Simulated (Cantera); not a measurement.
A closed system holds: 1 mol C2F6, 0.26 mol H2, held at 13300 Pa.

Method: chemical equilibrium by Gibbs-energy minimisation in Cantera with the NASA 1993 tables (ideal gas, pure condensed phases). Candidate condensed phases: C, C6H6, C7H8, C8H18; 95 gas species. The feed counts by its element totals alone. The tables' values for C2F4 are old estimates; treat these amounts as uncertain. Gases not in the tables: C2F6 and larger saturated fluorocarbons. Kinetics and transport are ignored.

x: gas mole fraction; n: condensed amount in mol.

```json
[
 {"T (°C)": "1650", "x CF4": "0.710", "x CF2": "0.0132", "x HF": "0.273", "x F": "0.00219", "x CF3": "0.00216", "x CF": "6.84e-6", "n C(graphite)": "0.617"},
 {"T (°C)": "1700", "x CF4": "0.702", "x CF2": "0.0204", "x HF": "0.271", "x F": "0.00361", "x CF3": "0.00306", "x CF": "1.46e-5", "n C(graphite)": "0.611"},
 {"T (°C)": "1750", "x CF4": "0.690", "x CF2": "…", "x HF": "0.269", "x F": "…", "x CF3": "…", "x CF": "…", "n C(graphite)": "0.601"},
 {"T (°C)": "1800", "x CF4": "0.674", "x CF2": "…", "x HF": "0.267", "x F": "…", "x CF3": "…", "x CF": "…", "n C(graphite)": "0.588"},
 {"T (°C)": "1850", "x CF4": "0.651", "x CF2": "0.0642", "x HF": "0.263", "x F": "0.0139", "x CF3": "0.00762", "x CF": "0.000114", "n C(graphite)": "0.569"},
 {"T (°C)": "1900", "x CF4": "0.622", "x CF2": "0.0897", "x HF": "0.258", "x F": "0.0207", "x CF3": "0.00985", "x CF": "0.000211", "n C(graphite)": "0.545"},
 {"T (°C)": "1950", "x CF4": "0.584", "x CF2": "0.122", "x HF": "0.251", "x F": "0.0303", "x CF3": "0.0124", "x CF": "0.000377", "n C(graphite)": "0.512"},
 {"T (°C)": "2000", "x CF4": "0.536", "x CF2": "0.162", "x HF": "0.243", "x F": "0.0433", "x CF3": "0.0152", "x CF": "0.000652", "n C(graphite)": "0.470"},
 {"T (°C)": "2050", "x CF4": "0.479", "x CF2": "0.209", "x HF": "0.232", "x F": "0.0604", "x CF3": "0.0180", "x CF": "0.00109", "n C(graphite)": "0.418"},
 {"T (°C)": "2100", "x CF4": "0.413", "x CF2": "0.261", "x HF": "0.220", "x F": "0.0823", "x CF3": "0.0206", "x CF": "0.00178", "n C(graphite)": "0.355"},
 {"T (°C)": "2150", "x CF4": "0.342", "x CF2": "0.316", "x HF": "0.207", "x F": "0.109", "x CF3": "0.0226", "x CF": "0.00280", "n C(graphite)": "0.282"}
]
```

Q: Some entries are withheld; supply them.

A: 
- 1750, x CF2: 0.0306
- 1750, x F: 0.00580
- 1750, x CF3: 0.00424
- 1750, x CF: 3.01e-5
- 1800, x CF2: 0.0449
- 1800, x F: 0.00908
- 1800, x CF3: 0.00575
- 1800, x CF: 5.96e-5
